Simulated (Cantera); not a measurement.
**Equilibrium for iron carbonyl, mercury and lead vapours: PbO + H2**

A closed system holds: 1 mol PbO, 0.19 mol H2, at 1600 K.

Cantera equilibrium calculation (NASA polynomials, part measured and part estimated; ideal gas, pure solids and liquids). Candidate condensed phases: H2O, Pb, PbO, PbO2, Pb3O4; 12 gas species. Each liquid is taken as pure. Mutual solubility and eutectic melting of coexisting phases are not modelled. Gases not in the tables: (PbO)n polymers. Kinetics and transport are ignored.

| P (Pa) | x H2O | x PbO | x Pb | x O2 | x OH | x H2 | x O | n PbO(l) | n Pb(l) |
|---|---|---|---|---|---|---|---|---|---|
| 10 | 0.131 | 0.214 | 0.480 | 0.173 | 0.00193 | 0.000208 | 0.000604 | 0 | 0 |
| 100 | 0.142 | 0.394 | 0.356 | 0.107 | 0.00100 | 9.12e-5 | 0.000150 | 0 | 0 |
| 1000 | 0.152 | 0.558 | 0.244 | 0.0456 | 0.000471 | 4.72e-5 | 3.10e-5 | 0 | 0 |
| 10000 | 0.354 | 0.289 | 0.355 | 0.000577 | 0.000136 | 0.000310 | 1.10e-6 | 0.655 | 0 |
| 100000 | 0.909 | 0.0289 | 0.0606 | 1.98e-5 | 5.26e-5 | 0.00135 | 6.46e-8 | 0.804 | 0.177 |
| 1000000 | 0.990 | 0.00289 | 0.00606 | 1.98e-6 | 1.74e-5 | 0.00147 | 6.46e-9 | 0.810 | 0.189 |
x: gas mole fraction; n: condensed amount in mol.

From 10.0 Pa to 10.0 mbar nothing is condensed. At 0.100 bar the condensed part is PbO(l). From 1.00 bar to 10.0 bar the condensed part is Pb(l) + PbO(l).
